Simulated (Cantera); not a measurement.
## NO annealing gas

An isothermal, constant-pressure homogeneous reactor starts with 89.3 % NO, 10.7 % N₂, at 1800 K and 0.0513 atm.

Detailed kinetics in Cantera: GRI-Mech 3.0 (53 species, 325 reactions).

| t (s) | x NO | x O | x O₂ | x NO₂ | x N₂ | x N₂O |
|---|---|---|---|---|---|---|
| 4.00e-6 | 0.893 | 3.84e-8 | 1.86e-12 | 2.27e-11 | 0.107 | 3.84e-8 |
| 2.89e-5 | 0.893 | 2.77e-7 | 9.65e-11 | 1.18e-9 | 0.107 | 2.77e-7 |
| 0.000209 | 0.893 | 1.95e-6 | 4.98e-9 | 6.01e-8 | 0.107 | 2.00e-6 |
| 0.00151 | 0.893 | 1.22e-5 | 2.56e-7 | 2.64e-6 | 0.107 | 1.42e-5 |
| 0.0110 | 0.893 | 4.65e-5 | 2.11e-5 | 4.71e-5 | 0.107 | 8.92e-5 |
| 0.0792 | 0.891 | 7.08e-5 | 0.000641 | 8.68e-5 | 0.108 | 0.000275 |
| 0.573 | 0.880 | 8.36e-5 | 0.00603 | 0.000111 | 0.113 | 0.000287 |
| 4.15 | 0.804 | 0.000136 | 0.0440 | 0.000207 | 0.151 | 0.000225 |
| 30.0 | 0.429 | 0.000266 | 0.232 | 0.000254 | 0.339 | 5.56e-5 |
x: mole fraction; the columns are a selection and need not sum to one.

Equilibrium at this temperature and pressure: NO 0.00507, O 0.000358, O₂ 0.444, NO₂ 4.21e-6, N₂ 0.551, N₂O 5.56e-8 (gas phase only).
